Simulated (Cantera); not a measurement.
Ammonia decomposition in nitride growth gas

An isothermal, constant-pressure homogeneous reactor starts with 13.7 % NH3, 86.3 % H2, at 1950 K and 1.01 bar.

Computed with Cantera and the gas-phase N/H chemistry of the illustrative SiF4/NH3 mechanism in the Surface Chemkin manual (1991). Walls and surfaces, which speed up NH3 decomposition in real reactors, are not modelled.

| t (s) | x NH3 | x H2 | x NH2 | x H | x N | x N2 |
|---|---|---|---|---|---|---|
| 2.00e-5 | 0.137 | 0.863 | 1.10e-5 | 2.42e-5 | 3.65e-11 | 2.84e-10 |
| 5.79e-5 | 0.137 | 0.863 | 3.17e-5 | 6.99e-5 | 9.08e-10 | 3.48e-8 |
| 0.000168 | 0.137 | 0.863 | 8.92e-5 | 0.000197 | 2.03e-8 | 2.11e-6 |
| 0.000485 | 0.137 | 0.863 | 0.000201 | 0.000445 | 2.31e-7 | 6.71e-5 |
| 0.00140 | 0.135 | 0.863 | 0.000239 | 0.000534 | 3.91e-7 | 0.000595 |
| 0.00406 | 0.132 | 0.865 | 0.000234 | 0.000540 | 3.91e-7 | 0.00223 |
| 0.0118 | 0.122 | 0.871 | 0.000222 | 0.000556 | 3.88e-7 | 0.00662 |
| 0.0340 | 0.0978 | 0.884 | 0.000189 | 0.000599 | 3.76e-7 | 0.0171 |
| 0.0985 | 0.0560 | 0.908 | 0.000125 | 0.000711 | 3.37e-7 | 0.0355 |
| 0.285 | 0.0176 | 0.929 | 5.01e-5 | 0.000926 | 2.21e-7 | 0.0524 |
| 0.825 | 0.00391 | 0.937 | 1.29e-5 | 0.00108 | 7.68e-8 | 0.0585 |
| 2.39 | 0.00106 | 0.938 | 3.59e-6 | 0.00111 | 2.24e-8 | 0.0597 |
| 6.91 | 0.000338 | 0.938 | 1.14e-6 | 0.00111 | 7.16e-9 | 0.0601 |
| 20.0 | 0.000114 | 0.939 | 3.84e-7 | 0.00111 | 2.41e-9 | 0.0602 |
x: mole fraction; the columns are a selection and need not sum to one.

Equilibrium at this temperature and pressure: NH3 4.93e-6, H2 0.939, NH2 1.67e-8, H 0.00111, N 1.04e-10, N2 0.0602 (gas phase only).
